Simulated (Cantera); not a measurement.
A closed system holds: 1 mol HgO, 0.25 mol H2, 98 mol N2, held at 302 °C and 4.60 bar.

Method: chemical equilibrium by Gibbs-energy minimisation in Cantera with the NASA 1993 tables (ideal gas, pure condensed phases). Candidate condensed phases: H2O, Hg, HgO; 25 gas species. The numbers say what is thermodynamically allowed, not how fast it happens.

Problem. What is the equilibrium state?

Solution. 
| Property | Result |
|---|---|
| x(N2) | 0.993 |
| x(Hg) | 0.00355 |
| x(H2O) | 0.00253 |
| x(O2) | 0.000508 |
| n(HgO(s)) | 0.650 mol |
| gas amount | 98.65 mol |
| log10 activity of Hg(l) (absent) | -1.32 |
